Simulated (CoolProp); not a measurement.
R11 at several states: density (kg/m³) from the reference equation and from simpler models built on Tc = 198.0 °C, pc = 4.408 MPa, ω = 0.189; each cubic takes its own stable root.

Model: reference Helmholtz-energy equation of state, Jacobsen 1992, in CoolProp.

| T (°C) | p (MPa) | phase | reference |
|---|---|---|---|
| 7.95 | 1.79 | liquid | 1520 |
| -46.75 | 6.16 | liquid | 1645 |
| 103.45 | 13.3 | liquid | 1331 |
| 112.35 | 7.49 | liquid | 1279 |

Q: How far does each simpler model (van der Waals, Redlich-Kwong, Soave-Redlich-Kwong, Peng-Robinson) lie from the reference over these 4 states: mean and median of the absolute difference, and the worst?

A: 
- van der Waals: mean 34.7 %, median 35.0 %, worst -36.7 % at 7.95 °C and 1.79 MPa
- Redlich-Kwong: mean 7.2 %, median 6.9 %, worst -8.3 % at 112.35 °C and 7.49 MPa
- Soave-Redlich-Kwong: mean 5.5 %, median 5.6 %, worst -6.0 % at 112.35 °C and 7.49 MPa
- Peng-Robinson: mean 6.5 %, median 6.4 %, worst +7.3 % at 103.45 °C and 13.3 MPa
